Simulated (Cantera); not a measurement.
A closed system holds: 1 mol Si2Cl6, 26 mol NH3, 17 mol N2, equilibrated at 1000 Pa.

Equilibrium computed with Cantera from the NASA thermochemical tables; the gas is ideal and each condensed phase is pure. Candidate condensed phases: NH4Cl, Si, Si3N4; 28 gas species. The feed counts by its element totals alone. Gases not in the tables: Si2H6 and higher silanes. Rates play no part.

What share of the Si ends up in condensed phases as a function of T (°C), at 1000, 1100, 1200, 1300, 1400, 1500, 1600, 1700?


```json
[
 {"T (°C)": "1000", "Si condensed (%)": "99.7", "as": "Si3N4(s)"},
 {"T (°C)": "1100", "Si condensed (%)": "98.7", "as": "Si3N4(s)"},
 {"T (°C)": "1200", "Si condensed (%)": "94.6", "as": "Si3N4(s)"},
 {"T (°C)": "1300", "Si condensed (%)": "82.9", "as": "Si3N4(s)"},
 {"T (°C)": "1400", "Si condensed (%)": "61.6", "as": "Si3N4(s)"},
 {"T (°C)": "1500", "Si condensed (%)": "40.4", "as": "Si(l)"},
 {"T (°C)": "1600", "Si condensed (%)": "40.6", "as": "Si(l)"},
 {"T (°C)": "1700", "Si condensed (%)": "33.4", "as": "Si(l)"}
]
```
